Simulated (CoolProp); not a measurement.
The fluid at 293.15 K and 2.4 MPa flows at 19 m/s in a round tube of 4.6 mm bore and 15 µm roughness, fully developed (64/Re and Nu = 3.66 if laminar; Colebrook and Gnielinski if turbulent). The same conditions are run with several fluids, on thermodynamics alone (safety and materials aside).

Model: reference Helmholtz-energy equation of state of each fluid (R227EA: Lemmon 2016; R407C: Lemmon 2003; n-hexane: Thol 2019; water: Wagner 2002; ethylbenzene: Zhou 2012), in CoolProp. Blends and air are pseudo-pure fits.

Question: Rank R227EA, R407C, n-hexane, water, ethylbenzene by Reynolds number, highest first.

Answer: R407C (616000), R227EA (463000), n-hexane (180000), ethylbenzene (115000), water (87300)

```csv
fluid,Darcy friction factor,pressure drop (Pa/m),heat-transfer coefficient (W/(m² K)),mass flow (kg/h)
R227EA,0.0271,1510000,43600,1620
R407C,0.0270,1240000,64100,1330
n-hexane,0.0275,714000,36000,752
water,0.0282,1110000,92100,1140
ethylbenzene,0.0279,950000,28600,987
```

Transport values come from each fluid's own correlations; those of R227EA, ethylbenzene are estimates that may be off by 10 % or more.
